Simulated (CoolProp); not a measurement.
A simple Rankine cycle with R142b: condensing at 313.15 K, boiler at 1.44 MPa, turbine inlet 357.1 K, turbine efficiency 0.6, pump efficiency 0.6, no recuperator. Each further row changes one setting.

Model: reference Helmholtz-energy equation of state, Lemmon 2006, in CoolProp. It is a short technical equation, of lower accuracy than the large ones.

| case | thermal efficiency (%) | net work (kJ/kg) | heat in (kJ/kg) | turbine exit temperature (K) | volume ratio over the turbine |
|---|---|---|---|---|---|
| as stated | 5.8 | 12.5 | 215 | 324.7 | 2.96 |
| turbine inlet 377.1 K | 5.9 | 14.0 | 239 | 347.4 | 2.87 |
| condensing temperature 305.15 K | 6.8 | 15.4 | 226 | 319.1 | 3.73 |
| boiler pressure 1.01 MPa | 4.0 | 9.08 | 226 | 338.5 | 1.97 |
| turbine efficiency 0.5 | 4.7 | 10.1 | 215 | 327.1 | 3.00 |
